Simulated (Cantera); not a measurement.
Feed: 1 mol Si, 0.036 mol H₂O, 13 mol H₂, 0.044 mol CO₂, at 950 °C and 0.100 bar.

These are equilibrium values from Cantera (NASA tables, ideal gas, pure condensed phases), not measurements of a reactor. Candidate condensed phases: C, C₆H₆, C₇H₈, C₈H₁₈, H₂O, Si, SiC, SiO₂; 123 gas species. Mutual solubility and eutectic melting of coexisting phases are not modelled. The tables hold silica as quartz up to 1696 K and as liquid above; real silica turns to tridymite and cristobalite and melts near 1996 K. Kinetics and transport are ignored.

Base state: H₂ 1.000, SiO 1.03e-5 (mole fractions); condensed: Si(s) + SiC(s) + SiO₂(β-quartz).

Q: What changes in the equilibrium state with this change: temperature from 950 °C to 1675 °C?

A: 
| species | before | after |
|---|---|---|
| H₂ | 1.000 | 0.987 |
| SiO | 1.03e-5 | 0.00754 |
| H | 9.53e-7 | 0.00355 |
| Si | <1e-9 | 0.000233 |
| SiH | <1e-9 | 5.62e-5 |
| CO | 8.23e-8 | 0.00186 |
| SiH₂ | 1.88e-8 | 7.74e-5 |
| Si(s), mol | 0.894 | 0 |
| SiC(s), mol | 0.0440 | 0.0194 |
| SiO₂(β-quartz), mol | 0.0619 | 0 |
| Si(l), mol | 0 | 0.876 |
Gases not in the tables: Si₂H₆ and higher silanes.

Q: What changes in the equilibrium state with this change: temperature from 950 °C to 1152 °C?

A: 
```csv
species,before,after
H₂,1.000,0.999
SiO,1.03e-5,0.00123
CO,8.23e-8,2.50e-5
H,9.53e-7,2.16e-5
"Si(s), mol",0.894,0.887
"SiC(s), mol",0.0440,0.0436
"SiO₂(β-quartz), mol",0.0619,0.0538
```
